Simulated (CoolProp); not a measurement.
A single-stage vapour-compression cycle with ammonia: evaporating at 299.15 K (dew point), condensing at 360.15 K (bubble point), superheat 2 K, subcooling 0 K, compressor efficiency 0.7, no pressure losses. Each further row changes one setting.

The numbers come from the reference Helmholtz-energy equation of state, Gao 2020 in CoolProp.

```
case                              cooling COP  pressure ratio  discharge temperature (K)  refrigerating effect (kJ/kg)  volumetric capacity (kJ/m³)
--------------------------------  -----------  --------------  -------------------------  ----------------------------  ---------------------------
as stated                                2.52            4.65                      460.2                           849                         6750
evaporating temperature 304.15 K         2.85            4.00                      448.6                           852                         7850
condensing temperature 355.15 K          2.83            4.18                        [?]                           878                         6980
subcooling 5 K                            [?]            4.65                      460.2                           879                         6990
superheat 12 K                            [?]            4.65                      476.7                           879                         6650
compressor efficiency 0.6                2.16            4.65                      479.6                           849                         6750
```

Task: Complete the blanks.

Result: 
- condensing temperature 355.15 K, discharge temperature (K): 447.6
- subcooling 5 K, cooling COP: 2.61
- superheat 12 K, cooling COP: 2.48
